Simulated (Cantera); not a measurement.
Input (Python, Cantera):

```python
import numpy as np
import cantera as ct

gas = ct.Solution("h2o2.yaml")
gas.TPX = 973, 2100, {'H2': 0.22, 'O2': 1, 'N2': 1.2}
reactor = ct.IdealGasConstPressureReactor(gas, energy="off", clone=False)
net = ct.ReactorNet([reactor])
net.rtol, net.atol = 1e-08, 1e-18
show = ['H2', 'O2', 'H', 'H2O', 'O', 'HO2', 'OH']
times = np.geomspace(5e-06, 200, 13)

steps = ct.SolutionArray(gas, extra=["t"])
rows = []
print(f"{'t/s':>10s}{'T/K':>9s}{'P/Pa':>11s}" + "".join(f"{s:>11s}" for s in show))
for t in times:
    while net.time < t:
        t_next = net.step()
        steps.append(gas.state, t=t_next)
    rows.append([np.interp(t, steps.t, y) for y in (steps.T, steps.P, *steps(*show).X.T)])
    print(f"{t:10.3e}{rows[-1][0]:9.1f}{rows[-1][1]:11.4g}" + "".join(f"{x:11.3e}" for x in rows[-1][2:]))
rate = np.gradient(steps.T, steps.t)
print("integrator steps:", len(steps.t))
if steps.T.max() > steps.T[0] + 200:
    print(f"time of steepest temperature rise: {steps.t[rate.argmax()]:.4e} s")
gas.TPX = 973, 2100, {'H2': 0.22, 'O2': 1, 'N2': 1.2}
gas.equilibrate("TP")
print(f"equilibrium (TP): T = {gas.T:.1f} K  " + "  ".join(f"{s} {gas[s].X[0]:.3e}" for s in show))
```

Result:

```
       t/s      T/K       P/Pa         H2         O2          H        H2O          O        HO2         OH
 5.000e-06    973.0       2100  9.091e-02  4.132e-01  1.330e-12  6.653e-16  1.398e-14  1.344e-12  1.352e-14
 2.150e-05    973.0       2100  9.091e-02  4.132e-01  5.568e-12  4.619e-14  2.473e-13  5.785e-12  2.164e-13
 9.247e-05    973.0       2100  9.091e-02  4.132e-01  2.323e-11  2.519e-12  3.987e-12  2.499e-11  2.538e-12
 3.976e-04    973.0       2100  9.091e-02  4.132e-01  1.490e-10  1.108e-10  6.527e-11  1.101e-10  2.718e-11
 1.710e-03    973.0       2100  9.091e-02  4.132e-01  2.108e-08  3.269e-08  1.128e-08  1.248e-09  4.270e-09
 7.354e-03    973.0       2100  1.128e-02  3.773e-01  3.016e-02  6.417e-02  1.358e-02  8.268e-06  2.612e-03
 3.162e-02    973.0       2100  3.855e-04  3.845e-01  3.640e-04  9.435e-02  1.078e-03  5.819e-06  4.262e-04
 1.360e-01    973.0       2100  1.609e-05  3.852e-01  2.226e-06  9.518e-02  3.892e-05  9.600e-07  7.216e-05
 5.848e-01    973.0       2100  8.189e-07  3.853e-01  4.468e-08  9.523e-02  2.860e-06  1.046e-07  1.997e-05
 2.515e+00    973.0       2100  6.619e-08  3.853e-01  2.064e-09  9.523e-02  3.710e-07  1.505e-08  7.192e-06
 1.081e+01    973.0       2100  9.804e-09  3.853e-01  1.535e-10  9.524e-02  6.589e-08  2.828e-09  3.020e-06
 4.651e+01    973.0       2100  1.869e-09  3.853e-01  1.413e-11  9.524e-02  1.346e-08  6.403e-10  1.362e-06
 2.000e+02    973.0       2100  3.969e-10  3.853e-01  1.447e-12  9.524e-02  2.946e-09  2.392e-10  6.365e-07
integrator steps: 2054
equilibrium (TP): T = 973.0 K  H2 4.074e-11  O2 3.853e-01  H 4.794e-14  H2O 9.524e-02  O 2.917e-10  HO2 3.499e-10  OH 2.001e-07
```

Cantera simulation using the H2/O2 subset of GRI-Mech 3.0, which has no nitrogen chemistry; the numbers are that mechanism's predictions, not measurements. Radical loss at walls, strong at low pressure, is not modelled. The temperature is held fixed by assumption; the heat of reaction is taken as removed at once.
